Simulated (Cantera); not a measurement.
# Carbon deposition, reforming and gasification: toluene + H2

A closed system holds: 1 mol toluene, 0.41 mol H2, at 3150 Torr.

Cantera equilibrium calculation (NASA polynomials, part measured and part estimated; ideal gas, pure solids and liquids). Candidate condensed phases: C, C6H6, C7H8, C8H18; 76 gas species. Rates play no part.

```tsv
T (°C)	log p H2	log p CH4	log p C2H6	log p C2H2 (acetylene)	n C(graphite)
252	-1.19	0.62	-4.66	<-11	4.81
352	-0.55	0.59	-4.26	<-11	4.87
452	-0.09	0.53	-4.03	<-11	5.03
552	0.22	0.40	-3.97	-11.22	5.34
652	0.42	0.20	-4.09	-9.48	5.80
752	0.53	-0.08	-4.35	-8.13	6.27
852	0.58	-0.38	-4.67	-7.06	6.60
952	0.60	-0.68	-5.01	-6.19	6.79
1052	0.61	-0.95	-5.32	-5.46	6.89
1152	0.62	-1.19	-5.60	-4.84	6.93
1252	0.62	-1.40	-5.85	-4.30	6.96
```
log p: log10 of the partial pressure in bar; n: condensed amount in mol.

From 252 °C to 1252 °C the condensed part is C(graphite). The main C-bearing gas is CH4 throughout. The share of C in condensed phases is highest at 1252 °C (99.4 %) and lowest at 252 °C (68.7 %).
